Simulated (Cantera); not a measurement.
Input: 1 mol SiC, 0.097 mol H₂O, 12 mol H₂, held at 1475 °C and 5.20 Pa.

Equilibrium computed with Cantera from the NASA thermochemical tables; the gas is ideal and each condensed phase is pure. Candidate condensed phases: C, C₆H₆, C₇H₈, C₈H₁₈, H₂O, Si, SiC, SiO₂; 123 gas species. Equilibrium is a limit: real reactors are often held back by kinetics, nucleation or transport.

Base state: H₂ 0.957, H 0.0310, CO 0.00602, Si 0.00416, SiO 0.00178, SiH 3.91e-5, Si₂C 3.32e-5 (mole fractions); condensed: SiC(s).

**Question.** What changes in the equilibrium state with this change: temperature from 1475 °C to 1527 °C?

**Answer.** 
```csv
species,before,after
H₂,0.957,0.938
H,0.0310,0.0481
CO,0.00602,0.00702
Si,0.00416,0.00622
SiO,0.00178,0.000696
Si₂C,3.32e-5,6.60e-5
SiH,3.91e-5,4.95e-5
"SiC(s), mol",0.925,0.911
```
